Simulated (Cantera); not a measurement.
# N2O furnace oxynitridation

An isothermal, constant-pressure homogeneous reactor starts with 96.0 % N2O, 4.03 % H2O, at 1450 K and 19.5 Torr.

Detailed kinetics in Cantera: GRI-Mech 3.0 (53 species, 325 reactions). GRI-Mech 3.0 was tuned for natural gas; its chemistry of N2O as a main component is partial and can be far from experiment. Radical loss at walls, strong at low pressure, is not modelled. The temperature is held fixed by assumption; the heat of reaction is taken as removed at once.

```
t (s)       x N2O   x H2O      x N2       x H      x NO
--------  -------  ------  --------  --------  --------
7.00e-6     0.960  0.0403   3.29e-6    <1e-12   4.33e-8
4.26e-5     0.960  0.0403   2.21e-5  9.46e-11   1.43e-6
0.000259    0.959  0.0403  0.000173   8.46e-9   3.08e-5
0.00158     0.958  0.0402   0.00123   7.78e-8  0.000276
0.00959     0.947  0.0400   0.00785   1.51e-7   0.00169
0.0584      0.884  0.0392    0.0463   1.57e-7   0.00955
0.355       0.602  0.0353     0.219   1.90e-7    0.0453
2.16       0.0929  0.0284     0.532   3.57e-7     0.108
13.1      6.41e-5  0.0272     0.590   3.57e-8     0.117
80.0      3.12e-6  0.0272     0.590   3.33e-8     0.117
```
x: mole fraction; the columns are a selection and need not sum to one.

Equilibrium at this temperature and pressure: N2O 9.80e-9, H2O 0.0272, N2 0.648, H 3.14e-8, NO 0.00108 (gas phase only).
